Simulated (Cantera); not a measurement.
A closed system holds: 1 mol Pb, 2.3 mol H₂, 0.22 mol CO, equilibrated at 800 K.

Method: chemical equilibrium by Gibbs-energy minimisation in Cantera with the NASA 1993 tables (ideal gas, pure condensed phases). Candidate condensed phases: C, C₆H₆, C₇H₈, C₈H₁₈, H₂O, Pb, PbO, PbO₂, Pb₃O₄; 113 gas species. The numbers say what is thermodynamically allowed, not how fast it happens.

**Question.** Which condensed phases are stable at each of these points (P (Pa)): 10, 68, 460, 3200, 22000, 150000, 1000000?

**Answer.** 
| P (Pa) | condensed phases | Pb condensed (%) |
|---|---|---|
| 10 | C(graphite) + Pb(l) | 99.8 |
| 68 | C(graphite) + Pb(l) | 100.0 |
| 460 | C(graphite) + Pb(l) | 100.0 |
| 3200 | C(graphite) + Pb(l) | 100.0 |
| 22000 | Pb(l) | 100.0 |
| 150000 | Pb(l) | 100.0 |
| 1000000 | Pb(l) | 100.0 |

From 0.000100 bar to 0.0320 bar the condensed part is C(graphite) + Pb(l). From 0.220 bar to 10.0 bar the condensed part is Pb(l).
